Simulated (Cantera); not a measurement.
Gas mixture: 4.18 % C₂H₆, 33.5 % C₂H₂, 62.3 % CO₂, at 0.0260 bar, frozen composition.

Cantera's kinetic-theory transport with the Lennard-Jones parameters of GRI-Mech 3.0, ideal gas; thermal conductivity in the multicomponent form.

D: mixture-averaged diffusion coefficient of that species in the mixture.

```tsv
T (K)	ρ (kg/m³)	cp (J/kg/K)	μ (µPa s)	λ (mW/m/K)	Pr	D (cm²/s) CO₂	D (cm²/s) NH₃	D (cm²/s) CH₃
400	0.0292	1211	17.6	28.9	0.735	8.13	11.0	11.5
500	0.0234	1321	21.3	38.2	0.736	12.3	17.0	17.3
600	0.0195	1410	24.7	47.2	0.736	17.1	24.0	23.8
700	0.0167	1483	…	…	0.737	…	…	…
800	0.0146	1546	…	…	0.736	…	…	…
900	0.0130	1601	33.5	73.0	0.736	34.9	50.5	48.0
1000	0.0117	1651	36.2	81.2	0.736	41.8	60.9	57.5
```

Q: Some entries are withheld; supply them.

A: 
- 700, μ (µPa s): 27.8
- 700, λ (mW/m/K): 56.0
- 700, D (cm²/s) CO₂: 22.5
- 700, D (cm²/s) NH₃: 32.0
- 700, D (cm²/s) CH₃: 31.2
- 800, μ (µPa s): 30.8
- 800, λ (mW/m/K): 64.6
- 800, D (cm²/s) CO₂: 28.4
- 800, D (cm²/s) NH₃: 40.8
- 800, D (cm²/s) CH₃: 39.3
